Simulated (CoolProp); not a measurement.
Vapour-liquid equilibrium of methane (1) + ethylene (2) at 1.06 bar; x and y are mole fractions of (1).

The numbers come from the multi-fluid Helmholtz-energy mixture model, Setzmann 1991 and Smukala 2000; pair parameters Bell 2016 in CoolProp.

```csv
x,"bubble temperature, mixture model (K)","bubble temperature, Raoult's law (K)","y, mixture model","y, Raoult's law"
0.05,151.9,155.6,0.707,0.627
0.125,136.6,142.9,0.925,0.874
0.2,?,135.3,0.968,0.942
0.275,?,130.3,?,0.969
0.35,121.7,126.6,0.988,0.981
0.425,?,123.7,0.991,0.988
0.5,118.3,121.3,0.993,0.992
0.575,117.2,119.4,0.995,0.995
0.65,116.2,117.7,0.996,0.997
0.725,115.3,116.3,0.997,0.998
0.8,114.5,115.0,0.998,0.999
0.875,113.7,113.9,0.998,0.999
0.95,112.8,112.8,0.999,1.000
```

Task: Some entries are withheld; supply them.

Result: 
- 0.2, bubble temperature, mixture model (K): 128.9
- 0.275, bubble temperature, mixture model (K): 124.5
- 0.275, y, mixture model: 0.982
- 0.425, bubble temperature, mixture model (K): 119.8

The largest gap from Raoult's law is -6.4 K in bubble temperature, at x = 0.2. No azeotrope shows between x = 0.05 and 0.95.

Pair parameters are fitted to limited data, so mixtures are less certain than the pure fluids. With so large a gap from Raoult's law the liquid may split in two, which this calculation doesn't test in full.
